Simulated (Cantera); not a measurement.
Input: 1 mol FeS, 0.87 mol O2, 1.4 mol CO2, 0.57 mol H2S, held at 0.0100 bar.

Cantera equilibrium calculation (NASA polynomials, part measured and part estimated; ideal gas, pure solids and liquids). Candidate condensed phases: C, C6H6, C7H8, C8H18, Fe, Fe(CO)5, FeO, Fe(OH)2, Fe(OH)3, FeS, FeSO4, FeS2, Fe2O3, Fe2(SO4)3, Fe3O4, H2O, H2SO4, S; 127 gas species. Metal and sulfide melt together well below either melting point, which pure phases cannot show. Mutual solubility and eutectic melting of coexisting phases are not modelled. The tables' stoichiometric FeO is somewhat more stable than real wüstite, so its field is too wide. FeO, FeS: taken at fixed stoichiometry. Gases not in the tables: S3 to S7. Equilibrium is a limit: real reactors are often held back by kinetics, nucleation or transport.

x: gas mole fraction; n: condensed amount in mol.

```csv
T (K),x CO2,x CO,x H2O,x SO2,x S2,x H2,x SO,n FeS(s),n Fe3O4(s),n FeO(s),n FeS(l),n FeO(l)
923,0.547,0.000930,0.219,0.217,0.0122,0.000763,9.52e-6,0.945,0.0184,0,0,0
1023,0.542,0.00385,0.217,0.211,0.0197,0.00202,4.99e-5,0.917,0.0276,0,0,0
1123,0.531,0.0122,0.214,0.205,0.0293,0.00450,0.000194,0.878,0.0406,0,0,0
1223,0.502,0.0310,0.205,0.204,0.0436,0.00868,0.000619,___,0,0.210,0,0
1323,0.446,0.0709,0.190,0.188,0.0804,0.0163,0.00171,___,0,0.397,0,0
1423,0.363,0.131,0.169,0.166,0.131,0.0270,0.00394,___,0,0.680,0,0
1523,0.275,0.196,0.147,0.150,0.175,0.0391,0.00789,0,0,0.968,0.0320,0
1623,0.222,0.240,0.136,0.167,0.164,0.0474,0.0147,0,0,1.000,0,0
1723,0.179,0.276,0.126,0.182,0.146,0.0550,0.0252,0,0,0,0,0.999
1823,0.144,0.304,0.115,0.193,0.129,0.0623,0.0399,0,0,0,0,0.997
```

Problem. What belongs in the gaps?

Solution. 
- 1223, n FeS(s): 0.790
- 1323, n FeS(s): 0.603
- 1423, n FeS(s): 0.320
